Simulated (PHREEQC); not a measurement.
Dissolve 110 mmol/kgw H3PO4, 92 mmol/kgw NaOH and 0.07 mmol/kgw NaCl at 25 °C. Closed to the air; pH follows from the charge balance.

Equilibrium calculation in PHREEQC: ion-association model, phreeqc.dat.

Each row changes one thing in this solution. This is a speciation only: nothing precipitates in the calculation.

```json
[
 {"case": "as made", "pH": "2.82", "ionic strength (mol/kgw)": "0.0939"},
 {"case": "NaOH left out", "pH": "1.62", "ionic strength (mol/kgw)": "0.0274"},
 {"case": "diluted 10-fold with water", "pH": "3.13", "ionic strength (mol/kgw)": "0.0100"},
 {"case": "NaCl left out", "pH": "2.82", "ionic strength (mol/kgw)": "[?]"},
 {"case": "diluted 2-fold with water", "pH": "2.89", "ionic strength (mol/kgw)": "0.0476"},
 {"case": "H3PO4 from 0.11 to 0.055 mol/kgw", "pH": "7.15", "ionic strength (mol/kgw)": "0.125"},
 {"case": "NaOH replaced by Na2SO4 at the same molality", "pH": "1.85", "ionic strength (mol/kgw)": "0.242"},
 {"case": "H3PO4 from 0.11 to 0.121 mol/kgw", "pH": "2.62", "ionic strength (mol/kgw)": "0.0950"},
 {"case": "H3PO4 left out", "pH": "[?]", "ionic strength (mol/kgw)": "0.0921"}
]
```

**Question.** Fill in the missing entries.

**Answer.** 
- NaCl left out, ionic strength (mol/kgw): 0.0938
- H3PO4 left out, pH: 12.85
